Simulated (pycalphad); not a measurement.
Source of the numbers: pycalphad with the COST 507 light-alloy database (1999); pressure 1 atm. The data set is of 1999 and partly superseded.

How does the equilibrium phase assembly of Si-70.39Sn (wt.%) change on cooling from 1850 K to 500 K?


| T (K) | phases above | phases below |
|---|---|---|
| 1631.0 | liquid | diamond (Si) + liquid |
| 505.1 | diamond (Si) + liquid | bct (Sn) + diamond (Si) |
Changes were sought between steps of 75 K, so a narrower field can be missed.
